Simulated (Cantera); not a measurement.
Feed: 1 mol Fe, 0.3 mol Cl2, 4.1 mol H2, equilibrated at 10000 Pa.

Method: chemical equilibrium by Gibbs-energy minimisation in Cantera with the NASA 1993 tables (ideal gas, pure condensed phases). Candidate condensed phases: Fe, FeCl2, FeCl3; 11 gas species. Kinetics and transport are ignored. All values below are at 1077 °C.

Base state: H2 0.873, HCl 0.119, FeCl2 0.00892 (mole fractions); condensed: Fe(γ).

Task: What changes in the equilibrium state with this change: Cl2 from 0.3 to 0.12 mol?

Result: 
```tsv
species	before	after
H2	0.873	0.945
HCl	0.119	0.0535
FeCl2	0.00892	0.00168
Fe(γ), mol	0.961	0.993
```
